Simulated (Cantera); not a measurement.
## Aluminium and copper etching: Al + I2 + N2

A closed system holds: 1 mol Al, 0.57 mol I2, 5.1 mol N2, held at 0.270 bar.

These are equilibrium values from Cantera (NASA tables, ideal gas, pure condensed phases), not measurements of a reactor. Candidate condensed phases: Al, AlI3, AlN, I2; 10 gas species. Rates play no part.

From 427 °C to 1027 °C the condensed part is AlN(s). The main Al-bearing gas is AlI3 throughout. The share of Al in condensed phases is highest at 1027 °C (78.8 %) and lowest at 727 °C (70.0 %).

| T (°C) | log p N2 | log p I | log p AlI3 | log p I2 | log p Al2I6 | n AlN(s) |
|---|---|---|---|---|---|---|
| 427 | -0.61 | -3.96 | -1.91 | -1.97 | -3.71 | 0.756 |
| 527 | -0.61 | -3.32 | -1.84 | -2.12 | -4.46 | 0.721 |
| 627 | -0.61 | -2.82 | -1.81 | -2.24 | -5.08 | 0.703 |
| 727 | -0.61 | -2.43 | -1.81 | -2.36 | -5.61 | 0.700 |
| 827 | -0.61 | -2.12 | -1.83 | -2.46 | -6.08 | 0.714 |
| 927 | -0.62 | -1.87 | -1.88 | -2.57 | -6.53 | 0.743 |
| 1027 | -0.63 | -1.67 | -1.97 | -2.70 | -7.00 | 0.788 |
log p: log10 of the partial pressure in bar; n: condensed amount in mol.
